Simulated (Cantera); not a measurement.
Charge: 1 mol CCl4, 0.011 mol Si, equilibrated at 3350 K.

These are equilibrium values from Cantera (NASA tables, ideal gas, pure condensed phases), not measurements of a reactor. Candidate condensed phases: C, Si, SiC; 24 gas species. Kinetics and transport are ignored.

Which condensed phases are stable at each of these points (P (Pa)): 1, 3.60, 13, 46, 170, 600, 2200, 7700, 28000, 100000?


```
P (Pa)  condensed phases  Si condensed (%)
------  ----------------  ----------------
1               gas only               0.0
3.60            gas only               0.0
13              gas only               0.0
46              gas only               0.0
170             gas only               0.0
600             gas only               0.0
2200            gas only               0.0
7700            gas only               0.0
28000        C(graphite)               0.0
100000       C(graphite)               0.0
```

From 1.00e-5 bar to 0.0770 bar nothing is condensed. From 0.280 bar to 1.00 bar the condensed part is C(graphite).
